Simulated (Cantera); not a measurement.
# Thermodynamics of abatement and gas-phase synthesis, feed H2O + O2

Charge: 1 mol H2O, 1.8 mol O2, equilibrated at 170 bar.

Cantera equilibrium calculation (NASA polynomials, part measured and part estimated; ideal gas, pure solids and liquids). Candidate condensed phases: H2O; 9 gas species. The ideal-gas law is rough above about 30 bar. Rates play no part.

```tsv
T (K)	x O2	x H2O	x OH	x O	x H2	x HO2	x H
2000	0.642	0.356	0.00141	4.11e-5	9.84e-6	4.48e-5	3.91e-7
2100	0.642	0.356	0.00225	8.54e-5	2.02e-5	6.58e-5	1.07e-6
2200	0.641	0.355	0.00344	0.000166	3.88e-5	9.31e-5	2.69e-6
2300	0.640	0.354	0.00505	0.000305	7.04e-5	0.000128	6.23e-6
2400	0.639	0.353	0.00717	0.000532	0.000121	0.000171	1.34e-5
2500	0.638	0.351	0.00990	0.000888	0.000200	0.000223	2.73e-5
2600	0.636	0.348	0.0133	0.00142	0.000318	0.000285	5.25e-5
2700	0.634	0.346	0.0175	0.00220	0.000486	0.000357	9.61e-5
2800	0.631	0.342	0.0225	0.00331	0.000720	0.000439	0.000168
```
x: gas mole fraction; nothing condenses.

From 2000 K to 2800 K nothing is condensed.
